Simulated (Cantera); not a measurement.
An isothermal, constant-pressure homogeneous reactor starts with CH4 : H2 : H = 0.023 : 1 : 0.04 (molar parts), at 1250 K and 2300 Pa. Integrator tolerance rtol = 1e-08.

Model: GRI-Mech 3.0 (53 species, 325 reactions), integrated in Cantera. GRI-Mech 3.0 stops at C3 and has no aromatics, soot or wall deposition, so with more carbon than oxygen in the feed, carbon stays in small species such as C2H2 where larger ones or solid carbon would form. Radical loss at walls, strong at low pressure, is not modelled.

| quantity | before | after |
|---|---|---|
| x(CH4) at 200 s | 0.0204 (gas-phase equilibrium 0.0186) | 0.0566 (gas-phase equilibrium 0.0427) |
| x(H2) at 200 s | 0.979 (gas-phase equilibrium 0.980) | 0.940 (gas-phase equilibrium 0.948) |
| x(H) at 200 s | 2.88e-6 (gas-phase equilibrium 3.18e-6) | 2.36e-6 (gas-phase equilibrium 3.12e-6) |
| x(C2H6) at 200 s | 2.34e-7 (gas-phase equilibrium 3.67e-7) | 1.15e-6 (gas-phase equilibrium 2.00e-6) |
| x(C2H4) at 200 s | 9.15e-5 (gas-phase equilibrium 0.000191) | 0.000359 (gas-phase equilibrium 0.00107) |

Question: Name the change that produced these shifts.
A. H 0.04 to 0.016 parts
B. temperature 1250 to 1573 K
C. H2 1 to 0.32 parts
D. temperature 1250 to 2748 K

Answer: C, H2 1 to 0.32 parts
